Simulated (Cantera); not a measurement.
Charge: 1 mol SiCl4, 0.0073 mol Cl2, 58 mol H2, held at 1473.15 K and 0.00120 bar.

Cantera equilibrium calculation (NASA polynomials, part measured and part estimated; ideal gas, pure solids and liquids). Candidate condensed phases: Si; 19 gas species. The tables' values for SiCl3 are old estimates; treat these amounts as uncertain. Equilibrium is a limit: real reactors are often held back by kinetics, nucleation or transport.

Base state: H2 0.941, HCl 0.0500, SiCl2 0.00836, H 0.000355, SiCl3 4.43e-5, Cl 1.53e-5 (mole fractions); condensed: Si(s).

### Question
What changes in the equilibrium state with this change: Cl2 from 0.0073 to 0.92 mol?

### Answer
```json
[
 {"species": "H2", "before": "0.941", "after": "0.919"},
 {"species": "HCl", "before": "0.0500", "after": "0.0658"},
 {"species": "SiCl2", "before": "0.00836", "after": "0.0148"},
 {"species": "SiCl3", "before": "4.43e-5", "after": "0.000105"},
 {"species": "SiCl", "before": "7.53e-6", "after": "1.00e-5"},
 {"species": "Cl", "before": "1.53e-5", "after": "2.04e-5"},
 {"species": "Si(s), mol", "before": "0.495", "after": "0.0888"}
]
```
The tables' values for SiCl3, SiCl are old estimates; treat these amounts as uncertain.
